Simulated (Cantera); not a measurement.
Feed: 1 mol c-C4F8, at 0.100 bar.

Method: chemical equilibrium by Gibbs-energy minimisation in Cantera with the NASA 1993 tables (ideal gas, pure condensed phases). Candidate condensed phases: C; 13 gas species. The feed counts by its element totals alone. Gases not in the tables: C2F6 and larger saturated fluorocarbons. Equilibrium is a limit: real reactors are often held back by kinetics, nucleation or transport.

Question: What share of the C ends up in condensed phases as a function of T (K), at 1850, 1925, 2000, 2075, 2150, 2225, 2300, 2375, 2450?

Answer: 
```csv
T (K),C condensed (%),as
1850,49.8,C(graphite)
1925,49.5,C(graphite)
2000,49.1,C(graphite)
2075,48.5,C(graphite)
2150,47.4,C(graphite)
2225,45.6,C(graphite)
2300,43.1,C(graphite)
2375,39.7,C(graphite)
2450,35.5,C(graphite)
```
